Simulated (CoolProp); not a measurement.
Methanol along the isobar 472 kPa: density (kg/m³) from the reference equation and from simpler models built on Tc = 240.2 °C, pc = 8216 kPa, ω = 0.565; each cubic takes its own stable root.

Values from CoolProp's reference Helmholtz-energy equation of state, de Reuck 1993.

| T (°C) | phase | reference |
|---|---|---|
| -91.65 | liquid | 899.0 |
| -61.05 | liquid | 868.6 |
| -30.35 | liquid | 838.7 |
| 0.35 | liquid | 809.7 |
| 30.95 | liquid | 781.1 |
| 61.65 | liquid | 751.6 |
| 92.35 | liquid | 719.7 |
| 123.05 | gas | 4.967 |
| 153.65 | gas | 4.467 |
| 184.35 | gas | 4.106 |
| 215.05 | gas | 3.814 |
| 245.75 | gas | 3.568 |

Question: How far does each simpler model (van der Waals, Redlich-Kwong) lie from the reference over these 12 states: mean and median of the absolute difference, and the worst?

Answer: 
- van der Waals: mean 42.5 %, median 51.0 %, worst -99.3 % at 92.35 °C and 472 kPa
- Redlich-Kwong: mean 22.6 %, median 27.3 %, worst -99.3 % at 92.35 °C and 472 kPa

At some of these states van der Waals, Redlich-Kwong gives the other phase, because its saturation line lies elsewhere.
